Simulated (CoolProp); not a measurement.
CF4 (R14) at several states: fugacity coefficient from the reference equation and from simpler models built on Tc = 227.4 K, pc = 3.762 MPa, ω = 0.178; each cubic takes its own stable root.

Values from CoolProp's reference Helmholtz-energy equation of state, Platzer 1990. This equation is an older, rougher fit.

```tsv
T (K)	p (MPa)	phase	reference
471.6	0.42	gas	0.9995
204.7	0.644	gas	0.9207
297.3	0.664	gas	0.9755
188	0.303	gas	0.9520
376	0.0259	gas	0.9997
```

Problem. How far does each simpler model (van der Waals, Soave-Redlich-Kwong) lie from the reference over these 5 states: mean and median of the absolute difference, and the worst?

Solution. 
- van der Waals: mean 0.6 %, median 0.4 %, worst +1.5 % at 204.7 K and 0.644 MPa
- Soave-Redlich-Kwong: mean 0.1 %, median 0.1 %, worst +0.1 % at 297.3 K and 0.664 MPa
